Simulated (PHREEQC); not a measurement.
Dissolve 0.0067 mol HF, 0.05 mol NaF and 0.0021 mol H3PO4 per kg of water at 20 °C. Closed to the air; pH follows from the charge balance.

Model: ion-association model, phreeqc.dat, run in PHREEQC.

### Question
The ionic strength comes out as 0.0493 mol/kgw. What activity coefficients do H+, HPO4-2, Na+, F-, H2PO4- get?

### Answer
H+ 0.86, HPO4-2 0.47, Na+ 0.83, F- 0.81, H2PO4- 0.83.

No solid was allowed to form.
